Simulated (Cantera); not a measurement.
## Adiabatic ignition

An adiabatic, constant-pressure homogeneous reactor starts with 6.84 % CH4, 7.53 % H2, 18.0 % O2, 67.6 % N2, equivalence ratio 0.97, at 950 K and 0.247 atm.

Model: GRI-Mech 3.0 (53 species, 325 reactions), integrated in Cantera. Below about 1000 K GRI-Mech 3.0 lacks low-temperature oxidation paths.

```tsv
t (s)	T (K)	x CH4	x H2	x O2	x N2O	x C2H
2.00e-6	950	0.0684	0.0753	0.180	<1e-12	<1e-12
5.49e-6	950	0.0684	0.0753	0.180	<1e-12	<1e-12
1.51e-5	950	0.0684	0.0753	0.180	<1e-12	<1e-12
4.13e-5	950	0.0684	0.0753	0.180	<1e-12	<1e-12
0.000113	950	0.0684	0.0753	0.180	<1e-12	<1e-12
0.000311	950	0.0684	0.0753	0.180	<1e-12	<1e-12
0.000854	950	0.0684	0.0753	0.180	<1e-12	<1e-12
0.00234	950	0.0684	0.0753	0.180	<1e-12	<1e-12
0.00643	950	0.0684	0.0753	0.180	<1e-12	<1e-12
0.0176	973	0.0659	0.0741	0.178	4.52e-11	<1e-12
0.0484	2475	<1e-12	0.0147	0.0188	1.33e-7	<1e-12
0.133	2470	<1e-12	0.0148	0.0175	1.50e-7	<1e-12
0.364	2469	<1e-12	0.0148	0.0174	1.51e-7	<1e-12
1.00	2469	<1e-12	0.0148	0.0174	1.51e-7	<1e-12
```
x: mole fraction; the columns are a selection and need not sum to one.

```json
{
 "time_of_steepest_temperature_rise": "30.3 ms",
 "temperature at 1.00 s": "2469 K",
 "equilibrium_temperature": "2469 K",
 "x(CH4) at 1.00 s": "<1e-12 (gas-phase equilibrium <1e-12)",
 "x(H2) at 1.00 s": "0.0148 (gas-phase equilibrium 0.0148)",
 "x(O2) at 1.00 s": "0.0174 (gas-phase equilibrium 0.0174)"
}
```
